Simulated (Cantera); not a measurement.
Input: 1 mol PbF2, 45 mol H2, equilibrated at 1.00 bar.

These are equilibrium values from Cantera (NASA tables, ideal gas, pure condensed phases), not measurements of a reactor. Candidate condensed phases: Pb, PbF2; 16 gas species. Equilibrium is a limit: real reactors are often held back by kinetics, nucleation or transport.

### Question
What share of the Pb ends up in condensed phases as a function of T (K), at 673, 873, 1073, 1273, 1473, 1673, 1873, 2073, 2273?

### Answer
| T (K) | Pb condensed (%) | as |
|---|---|---|
| 673 | 100.0 | Pb(l) |
| 873 | 100.0 | Pb(l) |
| 1073 | 99.7 | Pb(l) |
| 1273 | 91.5 | Pb(l) |
| 1473 | 11.6 | Pb(l) |
| 1673 | 0.0 | - |
| 1873 | 0.0 | - |
| 2073 | 0.0 | - |
| 2273 | 0.0 | - |
